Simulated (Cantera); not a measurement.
A closed system holds: 1 mol C, 0.6 mol CO2, 10 mol H2, at 100 Torr.

Equilibrium computed with Cantera from the NASA thermochemical tables; the gas is ideal and each condensed phase is pure. Candidate condensed phases: C, C6H6, C7H8, C8H18, H2O; 110 gas species. Rates play no part.

x: gas mole fraction; n: condensed amount in mol.

| T (°C) | x H2 | x CO | x H | x C2H2 (acetylene) | n C(graphite) |
|---|---|---|---|---|---|
| 1150 | 0.892 | 0.107 | 1.72e-5 | 3.06e-6 | 0.396 |
| 1300 | 0.893 | 0.107 | 0.000105 | 1.84e-5 | 0.398 |
| 1450 | 0.892 | 0.107 | 0.000472 | 8.07e-5 | 0.397 |
| 1600 | 0.891 | 0.107 | 0.00167 | 0.000278 | 0.393 |
| 1750 | 0.887 | 0.107 | 0.00490 | 0.000793 | 0.382 |
| 1900 | 0.879 | 0.106 | 0.0124 | 0.00194 | 0.356 |
| 2050 | 0.862 | 0.106 | 0.0277 | 0.00418 | ? |
| 2200 | 0.832 | 0.104 | 0.0557 | 0.00802 | ? |
| 2350 | 0.782 | 0.102 | 0.102 | 0.0139 | ? |

Problem. What belongs in the gaps?

Solution. 
- 2050, n C(graphite): 0.304
- 2200, n C(graphite): 0.212
- 2350, n C(graphite): 0.0621
